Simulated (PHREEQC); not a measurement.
NH3 is added in steps, without added water, to 1 kg of water holding 62 mmol/kgw NH4HF2, 45 mmol/kgw (NH4)2SiF6, 0.12 mmol/kgw H3BO3 and 11 mmol/kgw H2SO4, at 20 °C. Oxygen is held at 0.21 atm. CO2 from the air is kept out. Solids allowed: SiO2(a). Others were left out.

Base run: PHREEQC, ion-association model, wateq4f.dat. Each further column changes one thing. The table gives pH.

```json
[
 {"NH3 added (mol)": "0", "base": "2.78", "metal-ligand complexes left out": "2.78", "Davies equation for every ion": "2.80", "Debye-Hückel limiting law": "2.73", "all activity coefficients set to 1": "2.93"},
 {"NH3 added (mol)": "0.055", "base": "3.61", "metal-ligand complexes left out": "3.61", "Davies equation for every ion": "3.64", "Debye-Hückel limiting law": "3.54", "all activity coefficients set to 1": "3.79"},
 {"NH3 added (mol)": "0.1375", "base": "6.14", "metal-ligand complexes left out": "6.14", "Davies equation for every ion": "6.18", "Debye-Hückel limiting law": "6.10", "all activity coefficients set to 1": "6.25"},
 {"NH3 added (mol)": "0.1925", "base": "6.42", "metal-ligand complexes left out": "6.42", "Davies equation for every ion": "6.46", "Debye-Hückel limiting law": "6.38", "all activity coefficients set to 1": "6.53"},
 {"NH3 added (mol)": "0.2475", "base": "6.73", "metal-ligand complexes left out": "6.73", "Davies equation for every ion": "6.79", "Debye-Hückel limiting law": "6.69", "all activity coefficients set to 1": "6.85"},
 {"NH3 added (mol)": "0.3025", "base": "8.51", "metal-ligand complexes left out": "8.51", "Davies equation for every ion": "8.51", "Debye-Hückel limiting law": "8.50", "all activity coefficients set to 1": "8.51"},
 {"NH3 added (mol)": "0.385", "base": "9.00", "metal-ligand complexes left out": "9.00", "Davies equation for every ion": "9.00", "Debye-Hückel limiting law": "9.00", "all activity coefficients set to 1": "9.01"},
 {"NH3 added (mol)": "0.44", "base": "9.17", "metal-ligand complexes left out": "9.17", "Davies equation for every ion": "9.17", "Debye-Hückel limiting law": "9.16", "all activity coefficients set to 1": "9.17"}
]
```

SiF6-2 is the database's only silicon fluoride. Real BF4- forms and hydrolyses slowly; the run takes it at equilibrium.
